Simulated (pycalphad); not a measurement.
Computed with pycalphad from the COST 507 light-alloy database (1999), at 1 atm. These are 1990s assessments: newer ones move some temperatures and phases. Phase fractions are per mole of atoms. Kinetics are ignored, which matters at the lower temperatures.

Q: Give the equilibrium state of Ti-12.12Hf-0.45B (at.%) at 1350 K.

A: 
```
T = 1350.00 K, P = 101325 Pa, N = 1 mol of atoms
G = -77186 J/mol, H = 36021 J/mol, S = 83.86 J/(mol K)  (SER reference)
chemical potentials (J/mol): Ti -71761, Hf -112277, B -186050
phase             fraction      x(Ti)      x(Hf)       x(B)
BCC_A2              0.9935     0.8768     0.1219     0.0013
BM                  0.0065     0.4892     0.0108     0.5000
```

Q: Give the equilibrium state of Ti-12.12Hf-0.45B (at.%) at 950 K.

A: hcp, fraction 0.993, with 12.2 Hf, 0.08 B at.%; BM, fraction 0.007, with 0.70 Hf, 50.0 B at.%.

Database names, with the compositions (at.%) that they take in these runs: BM: Ti 49 B 50 Hf 0. BCC_A2 is bcc.
